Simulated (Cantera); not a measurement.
Halide evaporation, hydrolysis and transport: CsCl + HCl + N2

Charge: 1 mol CsCl, 0.036 mol HCl, 1.3 mol N2, held at 1.33 mbar.

Method: chemical equilibrium by Gibbs-energy minimisation in Cantera with the NASA 1993 tables (ideal gas, pure condensed phases). Candidate condensed phases: Cs, CsCl, NH4Cl; 16 gas species. Rates play no part.

```json
[
 {"T (K)": "773", "log p N2": "-2.89", "log p CsCl": "-5.93", "log p Cs2Cl2": "-6.33", "log p HCl": "-4.45", "log p Cl": "-10.97", "log p Cs": "<-14", "log p H2": "-10.99", "n CsCl(s)": "0.998"},
 {"T (K)": "873", "log p N2": "-2.90", "log p CsCl": "-4.48", "log p Cs2Cl2": "-4.78", "log p HCl": "-4.46", "log p Cl": "-9.79", "log p Cs": "<-14", "log p H2": "-10.02", "n CsCl(s)": "0.930"},
 {"T (K)": "973", "log p N2": "-3.08", "log p CsCl": "-3.47", "log p Cs2Cl2": "-3.83", "log p HCl": "-4.64", "log p Cl": "-8.99", "log p Cs": "-13.41", "log p H2": "-9.28", "n CsCl(s)": "0"},
 {"T (K)": "1073", "log p N2": "-3.12", "log p CsCl": "-3.30", "log p Cs2Cl2": "-4.36", "log p HCl": "-4.67", "log p Cl": "-8.28", "log p Cs": "-11.74", "log p H2": "-8.58", "n CsCl(s)": "0"},
 {"T (K)": "1173", "log p N2": "-3.13", "log p CsCl": "-3.26", "log p Cs2Cl2": "-5.00", "log p HCl": "-4.68", "log p Cl": "-7.68", "log p Cs": "-10.47", "log p H2": "-7.98", "n CsCl(s)": "0"},
 {"T (K)": "1273", "log p N2": "-3.13", "log p CsCl": "-3.25", "log p Cs2Cl2": "-5.59", "log p HCl": "-4.69", "log p Cl": "-7.17", "log p Cs": "-9.42", "log p H2": "-7.47", "n CsCl(s)": "0"},
 {"T (K)": "1373", "log p N2": "-3.13", "log p CsCl": "-3.24", "log p Cs2Cl2": "-6.10", "log p HCl": "-4.69", "log p Cl": "-6.73", "log p Cs": "-8.53", "log p H2": "-7.04", "n CsCl(s)": "0"},
 {"T (K)": "1473", "log p N2": "-3.13", "log p CsCl": "-3.24", "log p Cs2Cl2": "-6.54", "log p HCl": "-4.70", "log p Cl": "-6.35", "log p Cs": "-7.77", "log p H2": "-6.67", "n CsCl(s)": "0"},
 {"T (K)": "1573", "log p N2": "-3.13", "log p CsCl": "-3.24", "log p Cs2Cl2": "-6.92", "log p HCl": "-4.71", "log p Cl": "-6.01", "log p Cs": "-7.10", "log p H2": "-6.37", "n CsCl(s)": "0"},
 {"T (K)": "1673", "log p N2": "-3.13", "log p CsCl": "-3.24", "log p Cs2Cl2": "-7.26", "log p HCl": "-4.72", "log p Cl": "-5.72", "log p Cs": "-6.52", "log p H2": "-6.12", "n CsCl(s)": "0"},
 {"T (K)": "1773", "log p N2": "-3.13", "log p CsCl": "-3.25", "log p Cs2Cl2": "-7.56", "log p HCl": "-4.75", "log p Cl": "-5.44", "log p Cs": "-6.01", "log p H2": "-5.93", "n CsCl(s)": "0"},
 {"T (K)": "1873", "log p N2": "-3.13", "log p CsCl": "-3.25", "log p Cs2Cl2": "-7.83", "log p HCl": "-4.78", "log p Cl": "-5.18", "log p Cs": "-5.57", "log p H2": "-5.82", "n CsCl(s)": "0"}
]
```
log p: log10 of the partial pressure in bar; n: condensed amount in mol.

From 773 K to 873 K the condensed part is CsCl(s). From 973 K to 1873 K nothing is condensed. The main Cs-bearing gas is CsCl throughout.
